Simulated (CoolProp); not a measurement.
The numbers come from the reference Helmholtz-energy equation of state, Wagner 2002 in CoolProp.

Give the vapour pressure (kPa), liquid density (kg/m³), vapour density (kg/m³), enthalpy of vaporisation (kJ/kg) of saturated water at 403, 442.8, 522.6 K.


```csv
T (K),p (kPa),liquid density (kg/m³),vapour density (kg/m³),enthalpy of vaporisation (kJ/kg)
403,269,935,1.49,2170
442.8,786,898,4.09,2050
522.6,3940,800,19.8,1720
```
